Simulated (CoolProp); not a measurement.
Vapour-liquid equilibrium of benzene (1) + n-nonane (2) at 80.1 kPa; x and y are mole fractions of (1).

The numbers come from the multi-fluid Helmholtz-energy mixture model, Thol 2012 and Lemmon 2006; pair parameters Bell 2016 in CoolProp.

| x | bubble temperature (°C) | y at the bubble point | dew temperature at overall composition x (°C) | liquid density (mol/L) |
|---|---|---|---|---|
| 0.05 | 129.7 | 0.324 | 140.4 | [?] |
| 0.125 | 116.1 | 0.586 | [?] | 5.324 |
| 0.2 | [?] | 0.718 | 134.9 | 5.620 |
| 0.275 | 99.9 | 0.794 | [?] | 5.920 |
| 0.35 | 94.8 | 0.841 | 128.6 | 6.233 |
| 0.425 | 90.9 | 0.874 | 125.0 | 6.567 |
| 0.5 | 87.6 | 0.899 | 121.1 | 6.926 |
| 0.575 | 84.9 | 0.919 | 116.8 | 7.317 |
| 0.65 | 82.4 | 0.936 | [?] | 7.748 |
| 0.725 | 80.1 | 0.951 | 106.1 | 8.224 |
| 0.8 | 78.0 | 0.965 | 99.3 | 8.754 |
| 0.875 | 76.0 | 0.978 | 90.8 | 9.349 |
| 0.95 | 73.9 | 0.991 | [?] | 10.02 |

**Question.** What belongs in the gaps?

**Answer.** 
- 0.05, liquid density (mol/L): 5.022
- 0.125, dew temperature at overall composition x (°C): 137.7
- 0.2, bubble temperature (°C): 106.6
- 0.275, dew temperature at overall composition x (°C): 131.9
- 0.65, dew temperature at overall composition x (°C): 111.8
- 0.95, dew temperature at overall composition x (°C): 80.3

No azeotrope shows between x = 0.05 and 0.95.

The pair parameters rest on a limited set of measurements; away from them the model extrapolates.
